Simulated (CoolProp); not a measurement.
20 sccm (0 °C, 1 atm) of nitrogen bubbles through liquid n-hexane at 286.6 K and leaves saturated at a total pressure of 0.15 MPa (ideal gas phase). Each further row changes one setting.

Model: reference Helmholtz-energy equation of state, Thol 2019, in CoolProp.

```json
[
 {"case": "as stated", "vapour pressure (kPa)": "11.9", "mole fraction of vapour": "0.0795", "delivery (mg/min)": "6.64", "delivery (sccm)": "1.73", "change of delivery for a bath 1 K warmer (%)": "…"},
 {"case": "bath temperature 291.6 K", "vapour pressure (kPa)": "…", "mole fraction of vapour": "0.100", "delivery (mg/min)": "8.58", "delivery (sccm)": "…", "change of delivery for a bath 1 K warmer (%)": "…"},
 {"case": "total pressure 0.3 MPa", "vapour pressure (kPa)": "11.9", "mole fraction of vapour": "0.0397", "delivery (mg/min)": "3.18", "delivery (sccm)": "0.828", "change of delivery for a bath 1 K warmer (%)": "5.1"}
]
```

### Question
Complete the blanks.

### Answer

- as stated, change of delivery for a bath 1 K warmer (%): 5.3
- bath temperature 291.6 K, vapour pressure (kPa): 15.1
- bath temperature 291.6 K, delivery (sccm): 2.23
- bath temperature 291.6 K, change of delivery for a bath 1 K warmer (%): 5.2
